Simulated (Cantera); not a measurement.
A closed system holds: 1 mol Si₂Cl₆, 8.1 mol NH₃, at 0.133 bar.

These are equilibrium values from Cantera (NASA tables, ideal gas, pure condensed phases), not measurements of a reactor. Candidate condensed phases: NH₄Cl, Si, Si₃N₄; 28 gas species. The feed counts by its element totals alone. The tables' values for SiCl₃, SiCl are old estimates; treat these amounts as uncertain. Gases not in the tables: Si₂H₆ and higher silanes. The numbers say what is thermodynamically allowed, not how fast it happens.

x: gas mole fraction; n: condensed amount in mol.

```csv
T (K),x H₂,x HCl,x N₂,x SiCl₂,n Si₃N₄(s),n Si(l)
1350,0.528,0.305,0.158,0.000953,0.615,0
1400,0.528,0.304,0.159,(withheld),0.609,0
1450,0.529,0.299,0.160,0.00451,0.595,0
1500,0.531,0.291,0.162,0.00864,0.570,0
1550,0.534,0.278,0.165,0.0151,0.532,0
1600,0.539,0.260,0.170,0.0242,0.480,0
1650,0.544,(withheld),0.176,(withheld),(withheld),0
1700,0.551,0.214,0.182,0.0476,0.342,0
1750,0.557,0.189,0.189,0.0602,0.267,0
1800,0.564,0.165,0.195,0.0722,0.193,0
1850,0.570,0.142,0.201,0.0831,0.124,0
1900,0.565,0.134,0.211,0.0859,0,0.302
1950,0.562,0.137,0.211,0.0847,0,0.326
```

**Question.** Fill in the missing entries.

**Answer.** 
- 1400, x SiCl₂: 0.00216
- 1650, x HCl: 0.238
- 1650, x SiCl₂: 0.0353
- 1650, n Si₃N₄(s): 0.415
